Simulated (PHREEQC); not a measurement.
0.052 g of hydrous ferric oxide (600 m²/g; 0.2 weak and 0.005 strong sites per Fe, Dzombak-Morel constants, diffuse double layer) in 1 kg of water with 0.1 mol/kgw of an inert sodium salt and 6.8e-05 mol/kgw MnCl2, at 25 °C; the pH is set by adding NaOH or the inert anion's acid. No oxygen is let in. No CO2 enters from the air. Precipitation was switched off in this run.

Equilibrium calculation in PHREEQC: ion-association model, wateq4f.dat.

Question: Predict Mn sorbed (%) at pH = 7.5, 9.

Answer: 
```json
[
 {"pH": "7.5", "Mn sorbed (%)": "11.9"},
 {"pH": "9", "Mn sorbed (%)": "70.1"}
]
```

Complexes and solids missing from the database can't appear. The oxide is taken as insoluble; below pH 4 it would dissolve.
